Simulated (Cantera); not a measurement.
Input: 1 mol Si3N4, 7.6 mol NF3, 0.89 mol N2, equilibrated at 848.15 K and 0.200 bar.

Cantera equilibrium calculation (NASA polynomials, part measured and part estimated; ideal gas, pure solids and liquids). Candidate condensed phases: Si, Si3N4; 16 gas species. Rates play no part.

Base state: N2 0.434, F2 0.233, SiF4 0.217, NF3 0.0986, F 0.0180 (mole fractions); condensed: gas only.

What changes in the equilibrium state with this change: pressure from 0.200 bar to 0.0133 bar?


| species | before | after |
|---|---|---|
| N2 | 0.434 | 0.425 |
| F2 | 0.233 | 0.294 |
| SiF4 | 0.217 | 0.193 |
| NF3 | 0.0986 | 0.00923 |
| F | 0.0180 | 0.0785 |
